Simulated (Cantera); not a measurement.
Source: NASA polynomial tables (part measured, part estimated), evaluated in Cantera. Values are per mole of reaction as written; species without (g) are pure solids or liquids, kept so even where they would boil at 1 bar.

8 Nb + 10 NO₂(g) → 4 Nb₂O₅ + 5 N₂(g)

| T (K) | ΔH° (kJ) | ΔS° (J/K) | ΔG° (kJ) | log10 K | condensed phases |
|---|---|---|---|---|---|
| 1750 | ___ | ___ | ___ | ___ | Nb(s), Nb₂O₅(s) |
| 1800 | -7357.8 | -749.8 | -6008.1 | 174.35 | Nb(s), Nb₂O₅(l) |
| 1850 | -7342.1 | -741.2 | -5970.8 | 168.58 | Nb(s), Nb₂O₅(l) |
| 1900 | ___ | ___ | ___ | ___ | Nb(s), Nb₂O₅(l) |
| 1950 | -7311.2 | -725.0 | -5897.5 | 157.97 | Nb(s), Nb₂O₅(l) |
| 2000 | -7296.2 | -717.3 | -5861.5 | 153.08 | Nb(s), Nb₂O₅(l) |
| 2050 | -7281.3 | -710.0 | -5825.8 | 148.44 | Nb(s), Nb₂O₅(l) |
| 2100 | -7266.7 | -703.0 | -5790.5 | 144.03 | Nb(s), Nb₂O₅(l) |
| 2150 | -7252.3 | -696.2 | -5755.5 | 139.83 | Nb(s), Nb₂O₅(l) |
| 2200 | ___ | ___ | ___ | ___ | Nb(s), Nb₂O₅(l) |

Some entries are withheld; supply them.


- 1750, ΔH° (kJ): -7782.4
- 1750, ΔS° (J/K): -987.7
- 1750, ΔG° (kJ): -6053.9
- 1750, log10 K: 180.70
- 1900, ΔH° (kJ): -7326.6
- 1900, ΔS° (J/K): -732.9
- 1900, ΔG° (kJ): -5934.0
- 1900, log10 K: 163.13
- 2200, ΔH° (kJ): -7238.1
- 2200, ΔS° (J/K): -689.7
- 2200, ΔG° (kJ): -5720.9
- 2200, log10 K: 135.83
